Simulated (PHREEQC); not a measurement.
0.5 mol of Fluorite (CaF2) is brought to equilibrium with 1 kg of water holding 0.0048 mol/kgw NaCl, at several temperatures. Oxygen alone is held at its pressure in air (log pO2 = -0.68). CO2 from the air is kept out. Only these solids could form: Fluorite.

The numbers come from PHREEQC with the ion-association model, wateq4f.dat.

```json
[
 {"T (°C)": "5", "pH": "7.42", "dissolved Ca (mol/kgw)": "0.000174", "dissolved F (mol/kgw)": "0.000348"},
 {"T (°C)": "11", "pH": "7.31", "dissolved Ca (mol/kgw)": "0.000187", "dissolved F (mol/kgw)": "0.000374"},
 {"T (°C)": "17", "pH": "7.21", "dissolved Ca (mol/kgw)": "0.000200", "dissolved F (mol/kgw)": "0.000400"},
 {"T (°C)": "23", "pH": "7.12", "dissolved Ca (mol/kgw)": "0.000212", "dissolved F (mol/kgw)": "0.000425"},
 {"T (°C)": "29", "pH": "7.04", "dissolved Ca (mol/kgw)": "0.000224", "dissolved F (mol/kgw)": "0.000449"},
 {"T (°C)": "35", "pH": "6.96", "dissolved Ca (mol/kgw)": "0.000236", "dissolved F (mol/kgw)": "0.000471"},
 {"T (°C)": "41", "pH": "6.89", "dissolved Ca (mol/kgw)": "0.000246", "dissolved F (mol/kgw)": "0.000493"},
 {"T (°C)": "47", "pH": "6.82", "dissolved Ca (mol/kgw)": "0.000257", "dissolved F (mol/kgw)": "0.000513"},
 {"T (°C)": "53", "pH": "6.76", "dissolved Ca (mol/kgw)": "0.000266", "dissolved F (mol/kgw)": "0.000532"},
 {"T (°C)": "59", "pH": "6.71", "dissolved Ca (mol/kgw)": "0.000275", "dissolved F (mol/kgw)": "0.000549"},
 {"T (°C)": "65", "pH": "6.66", "dissolved Ca (mol/kgw)": "0.000283", "dissolved F (mol/kgw)": "0.000565"},
 {"T (°C)": "71", "pH": "6.62", "dissolved Ca (mol/kgw)": "0.000290", "dissolved F (mol/kgw)": "0.000580"},
 {"T (°C)": "77", "pH": "6.58", "dissolved Ca (mol/kgw)": "0.000296", "dissolved F (mol/kgw)": "0.000593"},
 {"T (°C)": "83", "pH": "6.54", "dissolved Ca (mol/kgw)": "0.000302", "dissolved F (mol/kgw)": "0.000604"},
 {"T (°C)": "89", "pH": "6.51", "dissolved Ca (mol/kgw)": "0.000307", "dissolved F (mol/kgw)": "0.000614"},
 {"T (°C)": "95", "pH": "6.48", "dissolved Ca (mol/kgw)": "0.000312", "dissolved F (mol/kgw)": "0.000623"}
]
```

Complexes and solids missing from the database can't appear. Away from 25 °C the constants follow the database's enthalpies or fits; those with neither stay at their 25 °C values.
